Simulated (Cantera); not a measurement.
A closed system holds: 1 mol CHF3, 1.3 mol HCl, at 3098.15 K and 1.33 mbar.

Equilibrium computed with Cantera from the NASA thermochemical tables; the gas is ideal and each condensed phase is pure. Candidate condensed phases: C, C6H6, C7H8, C8H18; 118 gas species. Equilibrium is a limit: real reactors are often held back by kinetics, nucleation or transport.

Problem. What is the equilibrium state?

Solution. 
| Item | Value |
|---|---|
| x(F) | 0.289 |
| x(Cl) | 0.222 |
| x(HF) | 0.211 |
| x(H) | 0.180 |
| x(C) | 0.0351 |
| x(C3) | 0.0337 |
| x(CF) | 0.0153 |
| x(C2) | 0.00934 |
| x(HCl) | 0.00176 |
| gas amount | 5.810 mol |
| log10 activity of C(graphite) (absent) | -0.43 |
